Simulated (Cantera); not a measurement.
Input: 1 mol SiO₂, 2.9 mol MgO, 10 mol O₂, held at 1452 °C and 7.50 Torr.

These are equilibrium values from Cantera (NASA tables, ideal gas, pure condensed phases), not measurements of a reactor. Candidate condensed phases: Mg, MgO, MgSiO₃, Mg₂SiO₄, Si, SiO₂; 11 gas species. Mutual solubility and eutectic melting of coexisting phases are not modelled. Condensed phases not in the tables: alloys, solid solutions and most ternary compounds. Rates play no part.

Base state: O₂ 0.999, O 0.000580 (mole fractions); condensed: MgO(s) + Mg₂SiO₄(s).

Q: What changes in the equilibrium state with this change: 2 mol HF added?

A: 
| species | before | after |
|---|---|---|
| O₂ | 0.999 | 0.833 |
| HF | 0 | 0.147 |
| MgF₂ | 0 | 0.00958 |
| SiF₄ | 0 | 1.39e-5 |
| H₂O | 0 | 0.00932 |
| OH | 0 | 0.000585 |
| F | 0 | 1.89e-5 |
| O | 0.000580 | 0.000530 |
| MgO(s), mol | 0.900 | 0.785 |
| Mg₂SiO₄(s), mol | 1.00 | 1.000 |
Further candidate phases: H₂O, MgF₂, Mg(OH)₂.
